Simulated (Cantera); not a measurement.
A perfectly stirred reactor is fed with H2 : O2 : N2 : NO = 1 : 0.704 : 2.65 : 0.0047 (molar parts), at 19.0 bar; it is adiabatic with a 648 K inlet, and is followed from long to short residence time, starting on the burning branch (τ in s: 0.066, 0.023, 0.0078, 0.0027, 0.00093, 0.00032, 0.00011, 3.8e-05, 1.3e-05, 4.6e-06).

Computed with Cantera and GRI-Mech 3.0 (53 species, 325 reactions). The hydrogen kinetics of GRI-Mech 3.0 are dated; newer H2 mechanisms differ, most at raised pressure. The pressure lies above the range GRI-Mech 3.0 was tuned for (to about 10 atm). The mechanism lacks 2 NO + O2 → 2 NO2 and HONO, so NO2 and the effect of NO are under-described below about 1400 K.

**Question.** What does this change do: inlet temperature 648 to 450 K?

**Answer.** 
| quantity | before | after |
|---|---|---|
| blow-out, bracketed by the residence times tried | burning at 4.60 µs, the shortest tried | burning at 4.60 µs, the shortest tried |
| x(H2) at τ = 66.0 ms | 0.000573 | 0.000235 |
| x(O2) at τ = 66.0 ms | 0.0495 | 0.0514 |
| x(NO) at τ = 66.0 ms | 0.00606 | 0.00303 |
| x(N2) at τ = 66.0 ms | 0.683 | 0.685 |
| x(OH) at τ = 66.0 ms | 0.00401 | 0.00228 |
| x(H2) at τ = 0.320 ms | 0.00120 | 0.00102 |
| x(O2) at τ = 0.320 ms | 0.0518 | 0.0523 |
| x(NO) at τ = 0.320 ms | 0.00138 | 0.00125 |
| x(N2) at τ = 0.320 ms | 0.685 | 0.686 |
| x(OH) at τ = 0.320 ms | 0.00495 | 0.00334 |
